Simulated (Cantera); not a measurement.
An isothermal, constant-pressure homogeneous reactor starts with 16.0 % H₂, 84.0 % O₂, at 1275 K and 21.0 Torr.

Cantera simulation using the H2/O2 subset of GRI-Mech 3.0, which has no nitrogen chemistry; the numbers are that mechanism's predictions, not measurements. Radical loss at walls, strong at low pressure, is not modelled. The temperature is held fixed by assumption; the heat of reaction is taken as removed at once.

One state of this run: x H₂ = 0.00465; x O₂ = 0.771; x OH = 0.00920; x H = 0.0236; x HO₂ = 1.38e-5; x H₂O = 0.144; x H₂O₂ = 5.25e-7. x: mole fraction; the columns are a selection and need not sum to one.

Q: Which value of t (s) does it belong to?
A) 0.00246
B) 0.000600
C) 0.702
D) 11.9

A: A, 0.00246
